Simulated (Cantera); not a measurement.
Input: 1 mol Al₂O₃, 7.1 mol H₂O, equilibrated at 36000 Pa.

Cantera equilibrium calculation (NASA polynomials, part measured and part estimated; ideal gas, pure solids and liquids). Candidate condensed phases: Al, Al₂O₃, H₂O; 19 gas species. Gases not in the tables: Al(OH)₃. Rates play no part.

x: gas mole fraction; n: condensed amount in mol.

```csv
T (°C),x H₂O,x H₂,x OH,x O₂,x H,n Al₂O₃(s)
675,1.00,1.18e-7,[?],5.81e-8,<1e-12,1.00
825,1.000,2.08e-6,[?],1.01e-6,5.95e-11,1.00
975,1.000,1.86e-5,[?],8.84e-6,3.36e-9,1.00
1125,1.000,0.000105,[?],4.86e-5,8.07e-8,1.00
1275,0.999,0.000424,[?],0.000191,1.06e-6,1.00
1425,0.998,0.00135,[?],0.000590,8.84e-6,1.00
1575,0.994,0.00355,[?],0.00151,5.26e-5,1.00
1725,0.985,0.00808,[?],0.00334,0.000240,1.000
1875,0.969,0.0163,[?],0.00655,0.000887,1.000
```

### Question
What belongs in the gaps?

### Answer

- 675, x OH: 3.68e-9
- 825, x OH: 1.26e-7
- 975, x OH: 1.84e-6
- 1125, x OH: 1.52e-5
- 1275, x OH: 8.32e-5
- 1425, x OH: 0.000337
- 1575, x OH: 0.00108
- 1725, x OH: 0.00292
- 1875, x OH: 0.00679
